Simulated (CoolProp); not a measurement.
Properties of methane along the isobar 25.8 MPa (Tc = 190.6 K, pc = 4.599 MPa, ω = 0.011).

Computed with CoolProp (reference Helmholtz-energy equation of state, Setzmann 1991).

```json
[
 {"T (K)": "136.2", "phase": "liquid", "density (kg/m³)": "413.3", "cp (kJ/(kg K))": "3.341", "expansivity (1/kK)": "2.940", "Prandtl number": "1.80"},
 {"T (K)": "161.4", "phase": "liquid", "density (kg/m³)": "381.7", "cp (kJ/(kg K))": "3.413", "expansivity (1/kK)": "3.391", "Prandtl number": "1.55"},
 {"T (K)": "186.7", "phase": "liquid", "density (kg/m³)": "347.7", "cp (kJ/(kg K))": "3.521", "expansivity (1/kK)": "4.007", "Prandtl number": "1.44"},
 {"T (K)": "211.9", "phase": "supercritical", "density (kg/m³)": "311.4", "cp (kJ/(kg K))": "3.653", "expansivity (1/kK)": "4.771", "Prandtl number": "1.39"},
 {"T (K)": "237.2", "phase": "supercritical", "density (kg/m³)": "273.3", "cp (kJ/(kg K))": "3.757", "expansivity (1/kK)": "5.519", "Prandtl number": "1.34"},
 {"T (K)": "262.5", "phase": "supercritical", "density (kg/m³)": "236.3", "cp (kJ/(kg K))": "3.750", "expansivity (1/kK)": "5.881", "Prandtl number": "1.26"},
 {"T (K)": "287.7", "phase": "supercritical", "density (kg/m³)": "204.1", "cp (kJ/(kg K))": "3.621", "expansivity (1/kK)": "5.671", "Prandtl number": "1.17"},
 {"T (K)": "313", "phase": "supercritical", "density (kg/m³)": "178.0", "cp (kJ/(kg K))": "3.449", "expansivity (1/kK)": "5.116", "Prandtl number": "1.08"},
 {"T (K)": "338.2", "phase": "supercritical", "density (kg/m³)": "157.7", "cp (kJ/(kg K))": "3.304", "expansivity (1/kK)": "4.499", "Prandtl number": "1.01"},
 {"T (K)": "363.5", "phase": "supercritical", "density (kg/m³)": "141.7", "cp (kJ/(kg K))": "3.207", "expansivity (1/kK)": "3.949", "Prandtl number": "0.957"},
 {"T (K)": "388.8", "phase": "supercritical", "density (kg/m³)": "129.0", "cp (kJ/(kg K))": "3.156", "expansivity (1/kK)": "3.495", "Prandtl number": "0.919"}
]
```

Viscosity comes from a separate model (Quiñones-Cisneros 2006). Thermal conductivity comes from a separate model (Friend 1989).
